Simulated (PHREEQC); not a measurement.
A solution holds 0.058 mol CuCl2, 0.042 mol H2SO4 and 0.00034 mol H3BO3 per kg of water, at 50 °C. Closed to the air; pH follows from the charge balance.

Equilibrium calculation in PHREEQC: ion-association model, phreeqc.dat.

Each row changes one thing in this solution. Precipitation was switched off in this run.

| case | pH | ionic strength (mol/kgw) | Cl- (mol/kgw) | HSO4- (mol/kgw) | SO4-2 (mol/kgw) |
|---|---|---|---|---|---|
| as made | 1.34 | 0.197 | 0.104 | 0.0264 | 0.00867 |
| CuCl2 replaced by LiCl at the same molality | 1.37 | 0.119 | 0.0580 | 0.0316 | 0.00957 |
| 0.024 mol/kgw TMAH added | 1.52 | 0.199 | 0.105 | 0.0222 | 0.0112 |
| H2SO4 from 0.042 to 0.021 mol/kgw | 1.59 | 0.172 | 0.104 | 0.0101 | 0.00571 |
| temperature from 50 to 60 °C | 1.36 | 0.189 | 0.101 | 0.0286 | 0.00755 |
| H3BO3 replaced by HBF4 at the same molality | 1.34 | 0.197 | 0.104 | 0.0264 | 0.00866 |

(CH3)4N+ isn't in the database: it is added as a free cation with an ion size of 4 Å. Away from 25 °C the constants follow the database's enthalpies or fits; those with neither stay at their 25 °C values.
